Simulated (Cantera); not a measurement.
A diamond (100) surface in a fixed gas of H2 with x(CH4) = 0.0071, x(H) = 0.022, at 900 K, 43.5 Torr; coverages are run to steady state.

Detailed kinetics in Cantera: the Harris–Goodwin 1993 mechanism for the reconstructed diamond (100) surface.

One state of this run: growth (µm/h) = 28.5; θ c6HH = 0.641; θ c6H* = 0.00989; θ c6*H = 0.271; θ c6** = 0.00402; θ c6HM = 0.0602. θ: site fractions in the mechanism's names (c6HH fully hydrogenated, c6H* and c6*H radical sites, c6** diradical, c6HM methylated).

Problem. Which value of x(CH3) does it belong to?
A. 0.00068
B. 0.0017
C. 4.2e-05
D. 0.00011

Solution. B, 0.0017
